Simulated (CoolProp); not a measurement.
Vapour-liquid equilibrium of R125 (1) + cyclopropane (2) at 11.2 bar; x and y are mole fractions of (1).

The numbers come from the multi-fluid Helmholtz-energy mixture model, Lemmon 2005 and Polt 1992; pair parameters Bell 2016 in CoolProp. This equation is an older, rougher fit; its heat capacities, sound speeds and derivatives of the liquid may be far off and weren't checked against measurements.

Problem. Give the bubble temperature and the first vapour's composition at x = 0.05, 0.8, 0.95. Is there an azeotrope?

Solution. x = 0.05: 35.4 °C, y = 0.167; x = 0.8: 15.8 °C, y = 0.796; x = 0.95: 16.7 °C, y = 0.939. y crosses x between x = 0.65 and 0.8: the model has an azeotrope there.

Pair parameters are fitted to limited data, so mixtures are less certain than the pure fluids.
